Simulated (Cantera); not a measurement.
## N2O furnace oxynitridation

A perfectly stirred reactor is fed with N₂O : O₂ = 0.13 : 0.23 (molar parts), at 0.0424 atm; it is held at 1450 K, and followed from long to short residence time.

Computed with Cantera and GRI-Mech 3.0 (53 species, 325 reactions). GRI-Mech 3.0 was tuned for natural gas; its chemistry of N2O as a main component is partial and can be far from experiment. Radical loss at walls, strong at low pressure, is not modelled. The temperature is held fixed by assumption; the heat of reaction is taken as removed at once.

```tsv
τ (s)	x N₂O	x O₂	x NO	x O	x N₂	x NO₂
4.3	0.0483	0.658	0.0569	4.09e-5	0.236	4.17e-5
1.7	0.100	0.655	0.0484	4.25e-5	0.197	3.45e-5
0.68	0.176	0.650	0.0346	4.32e-5	0.139	2.40e-5
0.27	0.255	0.645	0.0200	4.34e-5	0.0803	1.33e-5
0.11	0.308	0.642	0.00990	4.35e-5	0.0397	6.11e-6
0.042	0.339	0.640	0.00415	4.34e-5	0.0166	2.14e-6
0.017	0.352	0.639	0.00173	4.32e-5	0.00697	6.47e-7
0.0067	0.357	0.639	0.000682	4.25e-5	0.00277	1.48e-7
0.0027	0.360	0.639	0.000266	4.09e-5	0.00110	2.81e-8
0.0011	0.361	0.639	9.95e-5	3.74e-5	0.000435	4.55e-9
0.00042	0.361	0.639	3.09e-5	3.04e-5	0.000154	5.20e-10
```
x: mole fraction; the columns are a selection and need not sum to one.
